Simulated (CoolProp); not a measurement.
Properties of toluene at several states (Tc = 591.7 K, pc = 41.26 bar, ω = 0.266).

The numbers come from the reference Helmholtz-energy equation of state, Lemmon 2006 in CoolProp. It is a short technical equation, of lower accuracy than the large ones.

| T (K) | p (bar) | phase | cp (kJ/(kg K)) | fugacity coefficient |
|---|---|---|---|---|
| 250.9 | 12.5 | liquid | 1.566 | 0.0001609 |
| 282.8 | 182 | liquid | ? | ? |
| 364.5 | 93.1 | liquid | ? | 0.008415 |

### Question
Fill in the missing entries.

### Answer

- 282.8, cp (kJ/(kg K)): 1.642
- 282.8, fugacity coefficient: 0.0002008
- 364.5, cp (kJ/(kg K)): 1.913
